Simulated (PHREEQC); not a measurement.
Ca(OH)2 is added in steps, without added water, to 1 kg of water holding 0.97 mol KOH, 2.3 mol MgSO4 and 0.07 mol LiCl, at 20 °C. The system is closed to CO2. The run lets Arcanite, Bischofite, Brucite, Carnallite, Epsomite, Gypsum, Anhydrite, Hexahydrite, Kainite, Kieserite, Leonite, Misenite, Polyhalite, Portlandite, Schoenite, Sylvite, Syngenite, MgCl2_4H2O precipitate or redissolve, and no other solid.

Base run: PHREEQC, Pitzer model, pitzer.dat. Each further column changes one thing. The table gives pH.

| Ca(OH)2 added (mol) | base | diluted 100-fold with water | LiCl from 0.07 to 0.014 mol/kgw |
|---|---|---|---|
| 0 | 8.94 | 9.80 | 8.95 |
| 0.3167 | 9.04 | 12.61 | 9.05 |
| 0.6333 | 9.12 | 12.61 | 9.13 |
| 0.95 | 9.23 | 12.61 | 9.24 |
| 1.267 | 9.36 | 12.61 | 9.37 |
| 1.583 | 9.57 | 12.61 | 9.58 |
| 1.9 | 13.13 | 12.61 | 13.14 |

In brines, pH and single-ion activities rest on the MacInnes convention.
